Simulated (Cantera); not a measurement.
# Moist CO burnout

An isothermal, constant-pressure homogeneous reactor starts with CO : O2 : H2O : N2 = 0.0046 : 0.0045 : 0.027 : 1 (molar parts), equivalence ratio 0.51, at 1375 K and 5.00 bar.

Detailed kinetics in Cantera: GRI-Mech 3.0 (53 species, 325 reactions).

```json
[
 {"t (s)": "0.000800", "x CO": "0.00278", "x O2": "0.00361", "x H2O": "0.0257", "x HO2": "4.43e-6", "x CO2": "0.00166", "x NO2": "6.98e-11"},
 {"t (s)": "0.00157", "x CO": "0.000883", "x O2": "0.00262", "x H2O": "0.0259", "x HO2": "2.55e-6", "x CO2": "0.00356", "x NO2": "3.40e-10"},
 {"t (s)": "0.00308", "x CO": "0.000244", "x O2": "0.00226", "x H2O": "0.0260", "x HO2": "1.18e-6", "x CO2": "0.00421", "x NO2": "8.08e-10"},
 {"t (s)": "0.00604", "x CO": "6.15e-5", "x O2": "0.00216", "x H2O": "0.0261", "x HO2": "4.04e-7", "x CO2": "0.00439", "x NO2": "1.41e-9"},
 {"t (s)": "0.0118", "x CO": "1.38e-5", "x O2": "0.00213", "x H2O": "0.0261", "x HO2": "1.10e-7", "x CO2": "0.00444", "x NO2": "1.64e-9"},
 {"t (s)": "0.0232", "x CO": "2.69e-6", "x O2": "0.00213", "x H2O": "0.0261", "x HO2": "2.74e-8", "x CO2": "0.00445", "x NO2": "1.20e-9"},
 {"t (s)": "0.0456", "x CO": "4.65e-7", "x O2": "0.00213", "x H2O": "0.0261", "x HO2": "7.71e-9", "x CO2": "0.00445", "x NO2": "6.63e-10"},
 {"t (s)": "0.0894", "x CO": "8.95e-8", "x O2": "0.00213", "x H2O": "0.0261", "x HO2": "3.19e-9", "x CO2": "0.00445", "x NO2": "3.93e-10"},
 {"t (s)": "0.175", "x CO": "3.60e-8", "x O2": "0.00213", "x H2O": "0.0261", "x HO2": "2.06e-9", "x CO2": "0.00445", "x NO2": "2.94e-10"},
 {"t (s)": "0.344", "x CO": "2.81e-8", "x O2": "0.00213", "x H2O": "0.0261", "x HO2": "1.81e-9", "x CO2": "0.00445", "x NO2": "2.69e-10"},
 {"t (s)": "0.675", "x CO": "2.75e-8", "x O2": "0.00213", "x H2O": "0.0261", "x HO2": "1.79e-9", "x CO2": "0.00445", "x NO2": "2.67e-10"},
 {"t (s)": "1.32", "x CO": "2.75e-8", "x O2": "0.00213", "x H2O": "0.0261", "x HO2": "1.79e-9", "x CO2": "0.00445", "x NO2": "2.67e-10"},
 {"t (s)": "2.60", "x CO": "2.75e-8", "x O2": "0.00213", "x H2O": "0.0261", "x HO2": "1.79e-9", "x CO2": "0.00445", "x NO2": "2.68e-10"},
 {"t (s)": "5.10", "x CO": "2.75e-8", "x O2": "0.00213", "x H2O": "0.0261", "x HO2": "1.79e-9", "x CO2": "0.00445", "x NO2": "2.69e-10"},
 {"t (s)": "10.0", "x CO": "2.75e-8", "x O2": "0.00213", "x H2O": "0.0261", "x HO2": "1.79e-9", "x CO2": "0.00445", "x NO2": "2.71e-10"}
]
```
x: mole fraction; the columns are a selection and need not sum to one.

Equilibrium at this temperature and pressure: CO 2.77e-8, O2 0.00209, H2O 0.0261, HO2 1.77e-9, CO2 0.00445, NO2 1.26e-7 (gas phase only).
